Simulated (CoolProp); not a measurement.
Vapour-liquid equilibrium of n-butane (1) + trans-2-butene (2) at 205.3 K; x and y are mole fractions of (1).

The numbers come from the multi-fluid Helmholtz-energy mixture model, Bücker 2006 and Lemmon 2005; pair parameters Bell 2016 in CoolProp.

```
x     bubble pressure (MPa)  y at the bubble point  dew pressure at overall composition x (MPa)  liquid density (mol/L)
----  ---------------------  ---------------------  -------------------------------------------  ----------------------
0.05               0.002621                  0.062                                     0.002614                   12.41
0.15               0.002680                      …                                     0.002667                   12.31
0.25               0.002729                      …                                     0.002715                   12.20
0.35               0.002768                  0.381                                     0.002757                       …
0.45               0.002801                  0.477                                     0.002792                   12.01
0.55               0.002827                  0.572                                     0.002822                       …
0.65               0.002848                  0.666                                     0.002845                   11.82
0.75               0.002865                  0.760                                     0.002864                   11.73
0.85               0.002878                  0.855                                     0.002877                   11.64
0.95               0.002888                  0.951                                     0.002888                   11.55
```

Q: Complete the blanks.

A: 
- 0.15, y at the bubble point: 0.177
- 0.25, y at the bubble point: 0.282
- 0.35, liquid density (mol/L): 12.11
- 0.55, liquid density (mol/L): 11.91

No azeotrope shows between x = 0.05 and 0.95.

Pair parameters are fitted to limited data, so mixtures are less certain than the pure fluids.
